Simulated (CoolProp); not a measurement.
A single-stage vapour-compression cycle with the fluid: evaporating at 252.15 K (dew point), condensing at 277.15 K (bubble point), superheat 0 K, subcooling 0 K, compressor efficiency 0.8, no pressure losses. The same conditions are run with several fluids, on thermodynamics alone (safety and materials aside).

The numbers come from the reference Helmholtz-energy equation of state of each fluid (R142b: Lemmon 2006; R123: Younglove 1994; n-perfluoropentane: Gao 2022; R236FA: Pan 2012; R1132(E): Akasaka 2024; vinyl chloride: Thol 2022) in CoolProp.

```csv
fluid,cooling COP,pressure ratio,discharge temperature (K),refrigerating effect (kJ/kg),volumetric capacity (kJ/m³)
R142b,7.42,2.75,289.0,199,599
R123,7.48,3.44,?,165,138
n-perfluoropentane,6.94,3.58,277.2,79.5,111
R236FA,7.24,3.04,?,139,431
R1132(E),7.13,2.31,295.2,?,3120
vinyl chloride,7.45,2.67,307.2,324,741
```

**Question.** Fill in the missing entries.

**Answer.** 
- R123, discharge temperature (K): 287.9
- R236FA, discharge temperature (K): 279.5
- R1132(E), refrigerating effect (kJ/kg): 233

The compression ends wet for: n-perfluoropentane.
